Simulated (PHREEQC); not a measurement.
1 kg of water holding 0.089 mol SrCl2, 0.0096 mol CaCl2, 0.31 mol NaCl and 0.0049 mol MgCl2 is evaporated at 25 °C; the solids stay in contact with the brine. The system is closed to CO2. Solids allowed: Bischofite, Brucite, Halite, Portlandite, MgCl2_4H2O. Others were left out.

All values are PHREEQC results (Pitzer model, pitzer.dat), not measurements.

Predict ionic strength, water activity at water left (kg) = 0.6755, 0.3082, 0.1407, 0.07809, 0.06418.


| water left (kg) | ionic strength | water activity |
|---|---|---|
| 0.6755 | 0.919 | 0.978 |
| 0.3082 | 2.01 | 0.948 |
| 0.1407 | 4.41 | 0.871 |
| 0.07809 | 7.95 | 0.728 |
| 0.06418 | 8.38 | 0.720 |
